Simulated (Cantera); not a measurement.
Mixture: CH4 : CO : O2 : N2 = 1 : 0.36 : 1.15 : 4.31 (molar parts), equivalence ratio 1.9, at 0.987 atm, adiabatic and at constant volume. Ignition delay is the time to a rise of 400 K.

Detailed kinetics in Cantera: GRI-Mech 3.0 (53 species, 325 reactions).

Problem. What does this change do: pressure from 0.987 atm to 6.51 atm?

Solution. 
| quantity | before | after |
|---|---|---|
| delay at 1050 K | 1.09 s | 0.172 s |
| delay at 1150 K | 0.188 s | 32.9 ms |
| delay at 1250 K | 39.5 ms | 7.78 ms |
| delay at 1350 K | 9.70 ms | 2.14 ms |
| apparent activation energy between 1300 and 1400 K | 200 kJ/mol | 190 kJ/mol |

Problem. What does this change do: pressure from 0.987 atm to 0.454 atm?

Solution. 
| quantity | before | after |
|---|---|---|
| delay at 1050 K | 1.09 s | 2.12 s |
| delay at 1150 K | 0.188 s | 0.347 s |
| delay at 1250 K | 39.5 ms | 69.7 ms |
| delay at 1350 K | 9.70 ms | 16.7 ms |
| apparent activation energy between 1300 and 1400 K | 200 kJ/mol | 200 kJ/mol |
